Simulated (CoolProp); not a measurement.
Model: reference Helmholtz-energy equation of state, Thol 2015, in CoolProp.

Give the vapour pressure (MPa), liquid cp (kJ/(kg K)), surface tension (mN/m) of saturated octamethylcyclotetrasiloxane (D4) at 463.3, 520.7 K.


```
T (K)  p (MPa)  liquid cp (kJ/(kg K))  surface tension (mN/m)
-----  -------  ---------------------  ----------------------
463.3    0.144                   2.03                    6.46
520.7    0.465                   2.22                    3.03
```

Surface tension comes from a separate correlation (Mulero 2014), older than this fluid's equation and unchecked against measurements.
